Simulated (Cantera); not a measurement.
**Adiabatic ignition**

An adiabatic, constant-volume homogeneous reactor starts with 3.85 % CH₄, 16.0 % O₂, 80.2 % N₂, at 1075 K and 520000 Pa.

Cantera simulation using GRI-Mech 3.0 (53 species, 325 reactions); the numbers are that mechanism's predictions, not measurements.

```
t (s)     T (K)  P (bar)   x CH₄    x O₂   x CH₂CO      x NO     x CO₂      x CO      x H₂
--------  -----  -------  ------  ------  --------  --------  --------  --------  --------
8.00e-6    1075     5.20  0.0385   0.160    <1e-12    <1e-12    <1e-12    <1e-12    <1e-12
2.48e-5    1075     5.20  0.0385   0.160    <1e-12    <1e-12    <1e-12    <1e-12  1.61e-12
7.67e-5    1075     5.20  0.0385   0.160    <1e-12    <1e-12    <1e-12    <1e-12  1.28e-11
0.000237   1075     5.20  0.0385   0.160    <1e-12    <1e-12    <1e-12  3.17e-12  1.26e-10
0.000734   1075     5.20  0.0385   0.160    <1e-12    <1e-12    <1e-12  1.13e-10   1.65e-9
0.00227    1075     5.20  0.0385   0.160    <1e-12    <1e-12  5.39e-11   6.02e-9   3.43e-8
0.00704    1075     5.20  0.0384   0.160  4.99e-12    <1e-12   1.52e-9   3.14e-7   5.17e-7
0.0218     1076     5.21  0.0383   0.160  5.34e-10    <1e-12   2.88e-8   1.00e-5   6.24e-6
0.0674     2135     10.3  <1e-12  0.0822    <1e-12  0.000684    0.0383  0.000159   6.23e-5
0.209      2125     10.3  <1e-12  0.0805    <1e-12   0.00407    0.0383  0.000150   5.92e-5
0.646      2119     10.3  <1e-12  0.0794    <1e-12   0.00633    0.0383  0.000144   5.72e-5
2.00       2118     10.3  <1e-12  0.0793    <1e-12   0.00647    0.0383  0.000143   5.71e-5
```
x: mole fraction; the columns are a selection and need not sum to one.

```json
{
 "time_of_steepest_temperature_rise": "48.5 ms",
 "temperature at 2.00 s": "2118 K",
 "equilibrium_temperature": "2118 K",
 "x(CH₄) at 2.00 s": "<1e-12 (gas-phase equilibrium <1e-12)",
 "x(O₂) at 2.00 s": "0.0793 (gas-phase equilibrium 0.0793)",
 "x(CH₂CO) at 2.00 s": "<1e-12 (gas-phase equilibrium <1e-12)"
}
```
